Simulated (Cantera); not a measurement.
**Abatement and gas-phase synthesis: CO2 + O2 + H2**

A closed system holds: 1 mol CO2, 0.98 mol O2, 0.63 mol H2, held at 2298 K.

Cantera equilibrium calculation (NASA polynomials, part measured and part estimated; ideal gas, pure solids and liquids). Candidate condensed phases: C, C6H6, C7H8, C8H18, H2O; 110 gas species. The ideal-gas law is rough above about 30 bar. Equilibrium is a limit: real reactors are often held back by kinetics, nucleation or transport.

From 0.000100 bar to 300 bar nothing is condensed. The main C-bearing gas is CO at 0.000100 bar and CO2 at 300 bar.

| P (Pa) | x CO2 | x O2 | x H2O | x O | x CO | x H | x OH | x H2 |
|---|---|---|---|---|---|---|---|---|
| 10 | 0.0810 | 0.212 | 0.0537 | 0.226 | 0.202 | 0.148 | 0.0534 | 0.0239 |
| 84 | 0.204 | 0.277 | 0.152 | 0.0892 | 0.153 | 0.0473 | 0.0566 | 0.0205 |
| 710 | 0.320 | 0.289 | 0.217 | 0.0313 | 0.0811 | 0.0113 | 0.0400 | 0.00983 |
| 6000 | 0.388 | 0.288 | 0.248 | 0.0108 | 0.0339 | 0.00243 | 0.0251 | 0.00387 |
| 50000 | 0.417 | 0.287 | 0.262 | 0.00372 | 0.0126 | 0.000510 | 0.0151 | 0.00142 |
| 420000 | 0.429 | 0.288 | 0.268 | 0.00129 | 0.00448 | 0.000104 | 0.00900 | 0.000500 |
| 3600000 | 0.433 | 0.288 | 0.271 | 0.000439 | 0.00154 | 2.10e-5 | 0.00529 | 0.000173 |
| 30000000 | 0.435 | 0.289 | 0.273 | 0.000152 | 0.000536 | 4.29e-6 | 0.00313 | 6.01e-5 |
x: gas mole fraction; nothing condenses.
